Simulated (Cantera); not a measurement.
Feed: 1 mol C₂H₄, 0.82 mol NH₃, at 2100 K and 0.000210 bar.

Method: chemical equilibrium by Gibbs-energy minimisation in Cantera with the NASA 1993 tables (ideal gas, pure condensed phases). Candidate condensed phases: C, C₆H₆, C₇H₈, C₈H₁₈; 92 gas species. Kinetics and transport are ignored.

Base state: H₂ 0.712, H 0.181, N₂ 0.0993, HCN 0.00570, C₂H₂ (acetylene) 0.00103, HNC 0.000385, CN 4.25e-5 (mole fractions); condensed: C(graphite).

Question: What changes in the equilibrium state with this change: NH₃ from 0.82 to 0.28 mol?

Answer: 
```
species             before     after
----------------  --------  --------
H₂                   0.712     0.760
H                    0.181     0.187
N₂                  0.0993    0.0474
CN                 4.25e-5   2.94e-5
HNC               0.000385  0.000275
C(graphite), mol      1.97      1.98
```

Question: What changes in the equilibrium state with this change: NH₃ from 0.82 to 0.011 mol?

Answer: 
| species | before | after |
|---|---|---|
| H₂ | 0.712 | 0.803 |
| H | 0.181 | 0.193 |
| N₂ | 0.0993 | 0.00200 |
| CN | 4.25e-5 | 6.03e-6 |
| HNC | 0.000385 | 5.80e-5 |
| C(graphite), mol | 1.97 | 1.99 |
